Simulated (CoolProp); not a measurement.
Vapour-liquid equilibrium of ethane (1) + hydrogen chloride (2) at 140 kPa; x and y are mole fractions of (1).

Model: multi-fluid Helmholtz-energy mixture model, Bücker 2006 and Thol 2018; pair parameters Bell 2016, in CoolProp.

### Question
Give the bubble temperature and the first vapour's composition at x = 0.2, 0.35, 0.8. Is there an azeotrope?

### Answer
x = 0.2: 185.7 K, y = 0.448; x = 0.35: 184.8 K, y = 0.503; x = 0.8: 185.6 K, y = 0.651. y crosses x between x = 0.5 and 0.65: the model has an azeotrope there.

Pair parameters are fitted to limited data, so mixtures are less certain than the pure fluids.
